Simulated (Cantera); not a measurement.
# Thermodynamics of fluorocarbon and chlorocarbon gases, feed CHF3 + CH4 + H2

Input: 1 mol CHF3, 0.031 mol CH4, 0.52 mol H2, at 2300 °C and 0.120 Torr.

Equilibrium computed with Cantera from the NASA thermochemical tables; the gas is ideal and each condensed phase is pure. Candidate condensed phases: C, C6H6, C7H8, C8H18; 95 gas species. Equilibrium is a limit: real reactors are often held back by kinetics, nucleation or transport.

x(HF): 0.642
x(F): 0.291
x(H): 0.0408
x(CF): 0.0118
x(C3): 0.00936
x(C): 0.00276
x(CF2): 0.000940
x(C2): 0.000874
x(H2): 0.000226
n(C(graphite)): 0.886 mol
gas amount: 3.168 mol
